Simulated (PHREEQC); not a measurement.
## Spent oxide etchant (model solution)

Consider water at 60 °C with 0.86 mol/kgw HF, 0.00042 mol/kgw H2SiF6 and 0.00094 mol/kgw H3AsO4. Closed to the air; pH follows from the charge balance.

All values are PHREEQC results (ion-association model, wateq4f.dat), not measurements.

No solid was allowed to form.

Q: What pH, activity of water does the model give?

A: pH 1.62; activity of water 0.988.

Q: In which forms is As present?

A: H3AsO4 84 %, H2AsO4- 16 % of the As.

Species that the database lacks are ignored. wateq4f.dat counts part of the HF as a dimer, H2F2, which phreeqc.dat doesn't know; its constant is uncertain. Constants without temperature data keep their 25 °C values here. SiF6-2 is the database's only silicon fluoride.
